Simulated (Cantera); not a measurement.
Feed: 1 mol CH3Cl, 0.81 mol Si, equilibrated at 100 Torr.

Equilibrium computed with Cantera from the NASA thermochemical tables; the gas is ideal and each condensed phase is pure. Candidate condensed phases: C, C6H6, C7H8, C8H18, Si, SiC; 109 gas species. The tables' values for SiCl, SiCl3 are old estimates; treat these amounts as uncertain. Gases not in the tables: Si2H6 and higher silanes. Kinetics and transport are ignored.

**Question.** At 2273 K, list the 6 most abundant gas species with their mole fractions, and the condensed phases.

**Answer.** H2 0.547, HCl 0.364, SiCl2 0.0581, H 0.0170, Cl 0.00819, C2H2 (acetylene) 0.00206. Condensed: C(graphite) + SiC(s).
